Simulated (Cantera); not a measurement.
Input: 1 mol Pb, 0.15 mol CO, 0.97 mol N₂, at 850 K and 683 Torr.

Equilibrium computed with Cantera from the NASA thermochemical tables; the gas is ideal and each condensed phase is pure. Candidate condensed phases: C, Pb, PbO, PbO₂, Pb₃O₄; 27 gas species. Rates play no part.

Base state: N₂ 0.906, CO 0.0484, CO₂ 0.0459 (mole fractions); condensed: C(graphite) + Pb(l).

Q: What changes in the equilibrium state with this change: Pb replaced by PbO?

A: 
| species | before | after |
|---|---|---|
| N₂ | 0.906 | 0.866 |
| CO₂ | 0.0459 | 0.134 |
| CO | 0.0484 | 3.52e-6 |
| C(graphite), mol | 0.0491 | 0 |
| Pb(l), mol | 1.00 | 0.150 |
| PbO(yellow), mol | 0 | 0.850 |

Q: What changes in the equilibrium state with this change: 0.043 mol H₂ added?

A: 
```
species           before     after
----------------  ------  --------
N₂                 0.906     0.875
CO                0.0484    0.0455
CO₂               0.0459    0.0406
H₂                     0    0.0293
H₂O                    0   0.00856
CH₄                    0  0.000485
C(graphite), mol  0.0491    0.0540
Pb(l), mol          1.00      1.00
```
Further candidate phases: C₆H₆, C₇H₈, C₈H₁₈, H₂O.

Q: What changes in the equilibrium state with this change: pressure from 683 Torr to 4430 Torr?

A: 
```tsv
species	before	after
N₂	0.906	0.918
CO₂	0.0459	0.0601
CO	0.0484	0.0217
C(graphite), mol	0.0491	0.0635
Pb(l), mol	1.00	1.00
```
